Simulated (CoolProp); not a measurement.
Saturated liquid density (kg/m³) of normal hydrogen: the reference equation beside estimates from Tc = -240.0 °C, pc = 1.296 MPa, ω = -0.219.

Values from CoolProp's reference Helmholtz-energy equation of state, Leachman 2009.

| T (°C) | reference | Redlich-Kwong | Soave-Redlich-Kwong |
|---|---|---|---|
| -247.85 | … | 72.78 | 67.13 |
| -247.25 | 63.25 | 70.99 | 65.50 |
| -246.55 | 62.04 | … | 63.51 |
| -245.95 | 60.93 | … | 61.72 |
| -245.25 | 59.55 | 64.34 | 59.53 |
| -244.65 | … | 62.10 | 57.54 |
| -243.95 | … | 59.29 | 55.07 |
| -243.35 | 55.09 | … | 52.79 |
| -242.65 | 53.05 | 53.33 | 49.88 |
| -242.05 | 51.02 | 50.12 | 47.10 |
| -241.45 | 48.56 | 46.44 | 43.93 |
| -240.75 | … | 41.09 | 39.33 |

### Question
Complete the blanks.

### Answer

- -247.85, reference: 64.23
- -246.55, Redlich-Kwong: 68.79
- -245.95, Redlich-Kwong: 66.80
- -244.65, reference: 58.27
- -243.95, reference: 56.64
- -243.35, Redlich-Kwong: 56.68
- -240.75, reference: 44.66

Absolute difference from the reference over all 12 rows, mean and median: Redlich-Kwong 6.9 and 7.3 %, Soave-Redlich-Kwong 4.6 and 3.9 %.
